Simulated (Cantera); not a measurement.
**Gas activation for diamond growth**

An isothermal, constant-pressure homogeneous reactor starts with CH4 : H2 = 0.04 : 1 (molar parts), at 1575 K and 0.0280 bar.

Computed with Cantera and GRI-Mech 3.0 (53 species, 325 reactions). GRI-Mech 3.0 stops at C3 and has no aromatics, soot or wall deposition, so with more carbon than oxygen in the feed, carbon stays in small species such as C2H2 where larger ones or solid carbon would form. Radical loss at walls, strong at low pressure, is not modelled.

```
t (s)      x CH4   x H2     x C2H    x C2H2    x C2H6     x CH3
--------  ------  -----  --------  --------  --------  --------
2.00e-5   0.0385  0.962    <1e-12    <1e-12    <1e-12   5.37e-8
7.96e-5   0.0385  0.962    <1e-12    <1e-12    <1e-12   2.05e-7
0.000317  0.0385  0.962    <1e-12    <1e-12  5.49e-12   8.01e-7
0.00126   0.0385  0.962    <1e-12    <1e-12  3.18e-10   3.17e-6
0.00501   0.0384  0.962    <1e-12  2.71e-10   1.44e-8   1.26e-5
0.0199    0.0384  0.961    <1e-12   1.30e-7   3.28e-7   4.88e-5
0.0794    0.0382  0.961  2.16e-11   4.10e-5   2.08e-6  0.000140
0.316     0.0367  0.962  4.36e-10  0.000702   2.46e-6  0.000158
1.26      0.0318  0.965   1.96e-9   0.00310   1.89e-6  0.000139
5.00      0.0202  0.971   5.78e-9   0.00870   8.22e-7   9.31e-5
```
x: mole fraction; the columns are a selection and need not sum to one.

Equilibrium at this temperature and pressure: CH4 0.00142, H2 0.980, C2H 1.31e-8, C2H2 0.0178, C2H6 9.26e-9, CH3 7.28e-6 (gas phase only).
